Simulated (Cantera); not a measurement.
Input: 1 mol SiO₂, 6.4 mol BCl₃, 0.41 mol H₂, 8.8 mol Cl₂, held at 0.00380 bar.

These are equilibrium values from Cantera (NASA tables, ideal gas, pure condensed phases), not measurements of a reactor. Candidate condensed phases: B, B₂O₃, B₃O₃H₃, H₂O, Si, SiO₂; 49 gas species. The tables' values for BOCl are old estimates; treat these amounts as uncertain. The tables hold silica as quartz up to 1696 K and as liquid above; real silica turns to tridymite and cristobalite and melts near 1996 K. Rates play no part.

Question: At 1248 K, list the 4 most abundant gas species with their mole fractions, and the condensed phases.

Answer: Cl₂ 0.481, BCl₃ 0.281, Cl 0.0861, SiCl₄ 0.0594. Condensed: SiO₂(β-quartz).
